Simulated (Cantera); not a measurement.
Ta2O5 + H2 (hydrogen reduction and annealing atmospheres)

Input: 1 mol Ta2O5, 51 mol H2, held at 420000 Pa.

Cantera equilibrium calculation (NASA polynomials, part measured and part estimated; ideal gas, pure solids and liquids). Candidate condensed phases: H2O, Ta, Ta2O5; 12 gas species. Mutual solubility and eutectic melting of coexisting phases are not modelled. Condensed phases not in the tables: N, O or C dissolved in the metal. The numbers say what is thermodynamically allowed, not how fast it happens.

From 1873 K to 2023 K the condensed part is Ta(s) + Ta2O5(s). From 2073 K to 2173 K the condensed part is Ta(s) + Ta2O5(l). The main Ta-bearing gas is TaO2 throughout.

```json
[
 {"T (K)": "1873", "log p H2": "0.62", "log p H2O": "-2.37", "log p H": "-2.88", "log p TaO2": "-7.01", "log p OH": "-6.98", "log p TaO": "-7.72", "n Ta(s)": "0.0206", "n Ta2O5(s)": "0.990", "n Ta2O5(l)": "0"},
 {"T (K)": "1923", "log p H2": "0.62", "log p H2O": "-2.27", "log p H": "-2.71", "log p TaO2": "-6.58", "log p OH": "-6.67", "log p TaO": "-7.30", "n Ta(s)": "0.0263", "n Ta2O5(s)": "0.987", "n Ta2O5(l)": "0"},
 {"T (K)": "1973", "log p H2": "0.62", "log p H2O": "-2.17", "log p H": "-2.56", "log p TaO2": "-6.19", "log p OH": "-6.37", "log p TaO": "-6.90", "n Ta(s)": "0.0331", "n Ta2O5(s)": "0.983", "n Ta2O5(l)": "0"},
 {"T (K)": "2023", "log p H2": "0.62", "log p H2O": "-2.07", "log p H": "-2.41", "log p TaO2": "-5.81", "log p OH": "-6.09", "log p TaO": "-6.53", "n Ta(s)": "0.0411", "n Ta2O5(s)": "0.979", "n Ta2O5(l)": "0"},
 {"T (K)": "2073", "log p H2": "0.62", "log p H2O": "-1.99", "log p H": "-2.27", "log p TaO2": "-5.46", "log p OH": "-5.82", "log p TaO": "-6.17", "n Ta(s)": "0.0501", "n Ta2O5(s)": "0", "n Ta2O5(l)": "0.975"},
 {"T (K)": "2123", "log p H2": "0.62", "log p H2O": "-1.92", "log p H": "-2.13", "log p TaO2": "-5.14", "log p OH": "-5.58", "log p TaO": "-5.85", "n Ta(s)": "0.0590", "n Ta2O5(s)": "0", "n Ta2O5(l)": "0.970"},
 {"T (K)": "2173", "log p H2": "0.62", "log p H2O": "-1.85", "log p H": "-2.01", "log p TaO2": "-4.85", "log p OH": "-5.35", "log p TaO": "-5.54", "n Ta(s)": "0.0688", "n Ta2O5(s)": "0", "n Ta2O5(l)": "0.965"}
]
```
log p: log10 of the partial pressure in bar; n: condensed amount in mol.
